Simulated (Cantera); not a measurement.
## Diamond growth

A diamond (100) surface in a fixed gas of H2 with x(CH4) = 0.0035, x(CH3) = 0.00024, at 1275 K, 0.0250 bar; coverages are run to steady state.

Model: the Harris–Goodwin 1993 mechanism for the reconstructed diamond (100) surface, integrated in Cantera.

```
x(H)     growth (µm/h)  θ c6HH  θ c6H*  θ c6*H   θ c6**    θ c6HM
-------  -------------  ------  ------  ------  -------  --------
0.0001          0.0311   0.649  0.0284   0.317  0.00424  0.000187
0.0002          0.0966   0.555  0.0356   0.397  0.00903  0.000249
0.00041          0.231   0.485  0.0408   0.455   0.0163  0.000314
0.00082          0.414   0.442  0.0437   0.487   0.0243  0.000373
0.0016           0.615   0.418  0.0452   0.504   0.0312  0.000418
0.0033           0.853   0.403  0.0460   0.512   0.0366  0.000446
0.0067            1.15   0.396  0.0463   0.516   0.0398  0.000452
0.013             1.58   0.393  0.0465   0.518   0.0415  0.000437
0.027             2.33   0.391  0.0467   0.519   0.0426  0.000393
```
θ: site fractions in the mechanism's names (c6HH fully hydrogenated, c6H* and c6*H radical sites, c6** diradical, c6HM methylated).
